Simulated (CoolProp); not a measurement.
Vapour-liquid equilibrium of dimethyl ether (1) + chloromethane (R40) (2) at 367.8 K; x and y are mole fractions of (1).

Values from CoolProp's multi-fluid Helmholtz-energy mixture model, Wu 2011 and Thol 2014; pair parameters Bell 2016.

Question: Give the bubble pressure and the first vapour's composition at x = 0.05, 0.35, 0.65. Is there an azeotrope?

Answer: x = 0.05: 2.915 MPa, y = 0.046; x = 0.35: 2.841 MPa, y = 0.345; x = 0.65: 2.851 MPa, y = 0.658. y crosses x between x = 0.35 and 0.5: the model has an azeotrope there.

Pair parameters are fitted to limited data, so mixtures are less certain than the pure fluids.
